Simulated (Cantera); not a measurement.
**Equilibrium for silicon carbide growth: SiH4 + C2H2 + H2**

Feed: 1 mol SiH4, 0.29 mol C2H2, 24 mol H2, equilibrated at 900 °C and 0.0320 bar.

Method: chemical equilibrium by Gibbs-energy minimisation in Cantera with the NASA 1993 tables (ideal gas, pure condensed phases). Candidate condensed phases: C, C6H6, C7H8, C8H18, Si, SiC; 87 gas species. Mutual solubility and eutectic melting of coexisting phases are not modelled. The numbers say what is thermodynamically allowed, not how fast it happens.

| Property | Value |
|---|---|
| x(H2) | 1.000 |
| n(Si(s)) | 0.420 mol |
| n(SiC(s)) | 0.580 mol |
| gas amount | 26.29 mol |
| log10 activity of C(graphite) (absent) | -2.85 |
